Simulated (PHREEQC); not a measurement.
Consider water at 20 °C with 27 mmol/kgw HF, 9.4 mmol/kgw NH4HF2 and 37 mmol/kgw (NH4)2SiF6. Closed to the air; pH follows from the charge balance.

Equilibrium calculation in PHREEQC: ion-association model, phreeqc.dat.

| quantity | before | after |
|---|---|---|
| pH | 2.56 | 2.36 |
| ionic strength (mol/kgw) | 0.124 | 0.116 |
| HF (mol/kgw) | 0.0317 | 0.0213 |
| F- (mol/kgw) | 0.0115 | 0.00490 |
| HF2- (mol/kgw) | 0.00133 | 0.000383 |
| NH3 (mol/kgw) | 8.45e-9 | 4.85e-9 |
| SI of Quartz (SiO2) | -5.58 | -4.15 |

### Question
Which change was made?
A) NH4HF2 left out
B) 0.0027 mol/kgw H2S added
C) HF left out
D) HF from 0.027 to 0.0405 mol/kgw
E) 0.0062 mol/kgw NaHCO3 added

### Answer
A, NH4HF2 left out

No solid was allowed to form. SiF6-2 is the database's only silicon fluoride.
